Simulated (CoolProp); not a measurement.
Vapour pressure (MPa) of diethyl ether: the reference equation beside estimates from Tc = 194.7 °C, pc = 3.717 MPa, ω = 0.282.

Model: reference Helmholtz-energy equation of state, Thol 2014, in CoolProp.

```
T (°C)  reference  van der Waals  Soave-Redlich-Kwong
------  ---------  -------------  -------------------
17.15     0.05245         0.3907              0.05166
31.35     0.09062         0.5082              0.08949
45.55      0.1479         0.6472               0.1465
59.75      0.2300         0.8092               0.2286
74.05      0.3441         0.9969               0.3433
88.25      0.4953          1.209               0.4962
102.45     0.6917          1.448               0.6956
116.65     0.9408          1.714               0.9496
130.85      1.251          2.010                1.267
145.15      1.635          2.337                1.659
```

Absolute difference from the reference over all 10 rows, mean and median: van der Waals 232.4 and 166.9 %, Soave-Redlich-Kwong 0.9 and 0.9 %.
